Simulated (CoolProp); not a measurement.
Vapour pressure (MPa) of benzene: the reference equation beside estimates from Tc = 562.0 K, pc = 4.906 MPa, ω = 0.211. Clausius-Clapeyron is anchored at 327.8 K with a constant enthalpy of vaporisation of 32.20 kJ/mol.

Computed with CoolProp (reference Helmholtz-energy equation of state, Thol 2012).

```csv
T (K),reference,Clausius-Clapeyron,Redlich-Kwong
311,0.02231,0.02276,0.04071
316.6,0.02805,0.02837,0.05016
322.2,0.03492,0.03509,0.06125
327.8,0.04308,0.04308,0.07416
333.4,0.05272,0.05254,0.08907
339,0.06399,0.06366,0.1062
344.6,0.07710,0.07664,0.1257
350.3,0.09254,0.09202,0.1482
355.9,0.1100,0.1095,0.1732
361.5,0.1299,0.1296,0.2012
```

Absolute difference from the reference over all 10 rows, mean and median: Clausius-Clapeyron 0.6 and 0.5 %, Redlich-Kwong 67.9 and 67.5 %.
